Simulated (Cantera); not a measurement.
Mixture: 1.88 % CH4, 0.171 % C2H6, 0.301 % C3H8, 13.0 % O2, 84.6 % N2, at 130000 Pa, adiabatic and at constant volume. Ignition delay is the time to a rise of 400 K.

Detailed kinetics in Cantera: GRI-Mech 3.0 (53 species, 325 reactions). GRI-Mech 3.0 was tuned for natural gas; its chemistry of propane as a main component is partial and can be far from experiment.

### Question
Predict: delay at 1225 K; delay at 1275 K; delay at 1325 K; delay at 1375 K; delay at 1425 K; delay at 1475 K; apparent activation energy between 1375 and 1475 K.

### Answer
```json
{
  "delay at 1225 K": "3.52 ms",
  "delay at 1275 K": "1.67 ms",
  "delay at 1325 K": "0.837 ms",
  "delay at 1375 K": "0.448 ms",
  "delay at 1425 K": "0.257 ms",
  "delay at 1475 K": "0.157 ms",
  "apparent activation energy between 1375 and 1475 K": "180 kJ/mol"
}
```
